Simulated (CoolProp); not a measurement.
A single-stage vapour-compression cycle with 1,2-dichloroethane: evaporating at 324.15 K (dew point), condensing at 389.15 K (bubble point), superheat 5 K, subcooling 2 K, compressor efficiency 0.7, no pressure losses. Each further row changes one setting.

Computed with CoolProp (reference Helmholtz-energy equation of state, Thol 2015).

```json
[
 {"case": "as stated", "cooling COP": "2.96", "pressure ratio": "7.86", "discharge temperature (K)": "430.3", "refrigerating effect (kJ/kg)": "260", "volumetric capacity (kJ/m³)": "308"},
 {"case": "evaporating temperature 329.15 K", "cooling COP": "3.30", "pressure ratio": "6.48", "discharge temperature (K)": "426.4", "refrigerating effect (kJ/kg)": "___", "volumetric capacity (kJ/m³)": "375"},
 {"case": "condensing temperature 384.15 K", "cooling COP": "___", "pressure ratio": "___", "discharge temperature (K)": "___", "refrigerating effect (kJ/kg)": "267", "volumetric capacity (kJ/m³)": "316"},
 {"case": "subcooling 7 K", "cooling COP": "___", "pressure ratio": "7.86", "discharge temperature (K)": "430.3", "refrigerating effect (kJ/kg)": "267", "volumetric capacity (kJ/m³)": "316"},
 {"case": "superheat 15 K", "cooling COP": "2.96", "pressure ratio": "7.86", "discharge temperature (K)": "441.8", "refrigerating effect (kJ/kg)": "268", "volumetric capacity (kJ/m³)": "309"},
 {"case": "compressor efficiency 0.6", "cooling COP": "2.54", "pressure ratio": "7.86", "discharge temperature (K)": "___", "refrigerating effect (kJ/kg)": "260", "volumetric capacity (kJ/m³)": "308"}
]
```

**Question.** Fill in the missing entries.

**Answer.** 
- evaporating temperature 329.15 K, refrigerating effect (kJ/kg): 264
- condensing temperature 384.15 K, cooling COP: 3.26
- condensing temperature 384.15 K, pressure ratio: 6.90
- condensing temperature 384.15 K, discharge temperature (K): 423.6
- subcooling 7 K, cooling COP: 3.04
- compressor efficiency 0.6, discharge temperature (K): 445.1
